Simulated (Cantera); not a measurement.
What does this Cantera script print?

```python
import numpy as np
import cantera as ct

gas_names = [...]  # 118 gases of nasa_gas.yaml made of C, Cl, F, H
cond_names = """
    C(gr) C6H6(L) C7H8(L) C8H18(L),n-octa
""".split()


# ... load() reads the species with a 1 bar reference pressure and builds the phases ...
atoms = {
    'C2F6': {'C': 2, 'F': 6},
    'HCl': {'H': 1, 'CL': 1},
}
top_T = {'C(gr)': 4500}  # K; cautious upper limits of use, not melting points


# ... equilibrate(T, P, feed) seeds the gas with the atoms and calls Mixture.equilibrate('TP', solver="vcs", rtol=1e-11, max_steps=5000) ...
results = []
feed = {'C2F6': 1, 'HCl': 0.072}  # mol
P = 7.8  # Pa
for T in [1800, 1900, 2000, 2100, 2200, 2300, 2400, 2500, 2600, 2700, 2800, 2900]:
    mix = equilibrate(T, P, feed)
    results.append((T, P, feed, dict(zip(mix.species_names, mix.species_moles))))

top = {s: max(r[3][s] / sum(r[3][g] for g in gas_names) for r in results) for s in gas_names}
cols = sorted((s for s in top if top[s] > 0.001), key=lambda s: -top[s])[:5]
seen = [c for c in cond_names if any(r[3].get(c, 0) > 1e-12 for r in results)]
print("log10 of partial pressures in bar; condensed amounts in mol")
print(f"{'T/K':>10s}" + "".join(f"{s[:9]:>10s}" for s in cols + seen))
for T, P, feed, n in results:
    ng = sum(n[g] for g in gas_names)
    print(f"{T:10.4g}" + "".join(f"{np.log10(max(n[s] / ng * P / 1e5, 1e-99)):10.3f}" for s in cols)
          + "".join(f"{n.get(c, 0):10.4g}" for c in seen))
```

It prints:

```
log10 of partial pressures in bar; condensed amounts in mol
       T/K         F       CF4       CF2         C        C3     C(gr)
      1800    -4.946    -4.315    -4.912   -12.597   -12.941    0.4307
      1900    -4.544    -4.644    -4.654   -11.502   -11.685    0.3701
      2000    -4.304    -5.429    -4.667   -10.517   -10.557    0.5951
      2100    -4.202    -6.599    -4.910    -9.626    -9.540     1.129
      2200    -4.159    -7.860    -5.231    -8.816    -8.617     1.515
      2300    -4.142    -9.100    -5.569    -8.078    -7.777     1.701
      2400    -4.137   -10.281    -5.901    -7.401    -7.008     1.744
      2500    -4.140   -11.398    -6.224    -6.779    -6.304     1.632
      2600    -4.156   -12.484    -6.549    -6.205    -5.655     1.105
      2700    -4.187   -13.619    -6.950    -5.742    -5.259         0
      2800    -4.191   -14.715    -7.413    -5.452    -5.313         0
      2900    -4.199   -15.774    -7.875    -5.202    -5.423         0
```

Equilibrium computed with Cantera from the NASA thermochemical tables; the gas is ideal and each condensed phase is pure. The feed counts by its element totals alone. Gases not in the tables: C2F6 and larger saturated fluorocarbons.
